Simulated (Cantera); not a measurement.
Feed: 1 mol SO2, 0.12 mol O2, equilibrated at 1.40 mbar.

Cantera equilibrium calculation (NASA polynomials, part measured and part estimated; ideal gas, pure solids and liquids). Candidate condensed phases: S; 10 gas species. Kinetics and transport are ignored.

x: gas mole fraction; nothing condenses.

| T (K) | x SO2 | x SO3 | x O2 | x O |
|---|---|---|---|---|
| 573 | 0.760 | 0.240 | 4.66e-7 | <1e-12 |
| 723 | 0.763 | 0.235 | 0.00242 | <1e-12 |
| 873 | 0.846 | 0.0838 | 0.0697 | … |
| 1023 | 0.885 | 0.0146 | 0.101 | … |
| 1173 | 0.891 | 0.00348 | 0.106 | … |
| 1323 | 0.892 | 0.00114 | 0.107 | … |
| 1473 | 0.893 | 0.000470 | 0.107 | … |
| 1623 | 0.892 | 0.000229 | 0.107 | … |

Problem. Complete the blanks.

Solution. 
- 873, x O: 1.34e-11
- 1023, x O: 2.64e-9
- 1173, x O: 1.21e-7
- 1323, x O: 2.32e-6
- 1473, x O: 2.44e-5
- 1623, x O: 0.000166
